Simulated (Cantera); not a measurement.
Standard-state values (1 bar) from the NASA 1993 polynomials, evaluated with Cantera. Values are per mole of reaction as written; species without (g) are pure solids or liquids, kept so even where they would boil at 1 bar.

**Question.** Between 2450 and 2750 K, where is each reaction favourable under standard conditions?
- H₂O₂(g) + Nb = NbO₂(g) + 2 H(g)

**Answer.** 
- H₂O₂(g) + Nb = NbO₂(g) + 2 H(g): ΔG° is -228 kJ at 2450 K and -301 kJ at 2750 K; it stays negative (K > 1). ΔH° is 370 kJ and ΔS° 244 J/K at 2750 K.
